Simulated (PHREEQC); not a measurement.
A column of 0.1 m (40 cells, dispersivity 0.008 m, 720 s a shift, diffusion coefficient 3e-10 m²/s) holds 0.00026 eq of the database's cation exchanger X per kg of pore water, first in equilibrium with 0.049 mol MnCl2, 0.018 mol KBr and 1e-05 mol HCl per kg of water. It is flushed with 0.00068 mol/kgw KCl and 1e-05 mol/kgw HCl, at 25 °C. Values are for the last cell. No CO2 enters from the air. Precipitation was switched off in this run.

Equilibrium calculation in PHREEQC: ion-association model, phreeqc.dat.

**Question.** Predict Br in solution (mol/kgw), Mn in solution (mol/kgw), Cl in solution (mol/kgw), K in solution (mol/kgw) at pore volumes = 1.413, 1.812, 2.013.

**Answer.** 
| pore volumes | Br in solution (mol/kgw) | Mn in solution (mol/kgw) | Cl in solution (mol/kgw) | K in solution (mol/kgw) |
|---|---|---|---|---|
| 1.413 | 0.00249 | 0.00676 | 0.0141 | 0.00309 |
| 1.812 | 0.000719 | 0.00196 | 0.00458 | 0.00137 |
| 2.013 | 0.000376 | 0.00103 | 0.00272 | 0.00103 |

Species that the database lacks are ignored.
